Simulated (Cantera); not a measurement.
An adiabatic, constant-pressure homogeneous reactor starts with CH4 : O2 : N2 : H2O = 1.3 : 1.43 : 5.37 : 0.17 (molar parts), at 1475 K and 500000 Pa.

Detailed kinetics in Cantera: GRI-Mech 3.0 (53 species, 325 reactions).

x: mole fraction; the columns are a selection and need not sum to one.

```csv
t (s),T (K),x CH4,x O2,x H2O,x H2O2,x C2H
7.00e-6,1475,0.157,0.173,0.0206,?,<1e-12
1.62e-5,1475,0.157,0.173,0.0206,?,<1e-12
3.74e-5,1475,0.157,0.173,0.0206,?,<1e-12
8.64e-5,1476,0.157,0.173,0.0208,?,<1e-12
0.000200,1480,0.156,0.172,0.0216,?,<1e-12
0.000461,1518,0.146,0.166,0.0289,?,3.90e-12
0.00107,2592,8.82e-11,2.53e-5,0.159,1.52e-8,<1e-12
0.00246,2592,8.80e-11,2.54e-5,0.159,1.52e-8,<1e-12
0.00569,2592,8.79e-11,2.54e-5,0.159,1.52e-8,<1e-12
0.0131,2592,8.79e-11,2.54e-5,0.159,1.52e-8,<1e-12
0.0304,2592,8.79e-11,2.54e-5,0.159,1.52e-8,<1e-12
0.0702,2592,8.79e-11,2.54e-5,0.159,1.52e-8,<1e-12
0.162,2592,8.79e-11,2.54e-5,0.159,1.52e-8,<1e-12
0.375,2592,8.79e-11,2.54e-5,0.159,1.52e-8,<1e-12
0.866,2592,8.79e-11,2.54e-5,0.159,1.52e-8,<1e-12
2.00,2592,8.79e-11,2.54e-5,0.159,1.52e-8,<1e-12
```

**Question.** What belongs in the gaps?

**Answer.** 
- 7.00e-6, x H2O2: 1.51e-7
- 1.62e-5, x H2O2: 3.17e-7
- 3.74e-5, x H2O2: 4.17e-7
- 8.64e-5, x H2O2: 5.46e-7
- 0.000200, x H2O2: 1.23e-6
- 0.000461, x H2O2: 6.13e-6
